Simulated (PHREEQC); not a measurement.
Acid mine or pickling water: speciation

A made-up water analysis in mmol/kgw, 25 °C, pH 1.91, pe 9:

```
constituent  mmol/kgw
-----------  --------
Na               1.01
K               0.216
Ca               4.27
Mg               6.67
Cl               8.97
S(6)             19.3
Cu(2)           0.559
N(5)           0.0602
```

Cl is adjusted to close the charge balance.
Valence states are taken as typed.

Computed with PHREEQC (ion-association model, wateq4f.dat).

Precipitation was switched off in this run.

Task: What ionic strength does the model give?

Result: ionic strength 0.0485 mol/kgw.

Task: In which forms is Mg present?

Result: Mg+2 67 %, MgSO4 33 % of the Mg.

Species that the database lacks are ignored.
